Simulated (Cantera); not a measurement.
# Silicon oxide and oxynitride deposition: TEOS + NO + H2

Feed: 1 mol TEOS, 3.2 mol NO, 8.9 mol H2, at 2023.15 K and 1.00 bar.

Equilibrium computed with Cantera from the NASA thermochemical tables; the gas is ideal and each condensed phase is pure. Candidate condensed phases: C, C6H6, C7H8, C8H18, H2O, Si, SiC, SiO2, Si2N2O, Si3N4; 151 gas species. The feed counts by its element totals alone. Equilibrium is a limit: real reactors are often held back by kinetics, nucleation or transport.

```
Property                                   Result
--------------------------------------  ---------
x(H2)                                       0.679
x(CO)                                       0.255
x(N2)                                      0.0566
x(SiO)                                    0.00512
x(HCN)                                    0.00221
x(H)                                      0.00157
x(C2H2 (acetylene))                      0.000297
x(HNC)                                   0.000131
x(CH4)                                   0.000129
n(SiC(s))                               0.858 mol
gas amount                              27.72 mol
log10 activity of C(graphite) (absent)      -0.16
log10 activity of Si(l) (absent)            -1.07
```
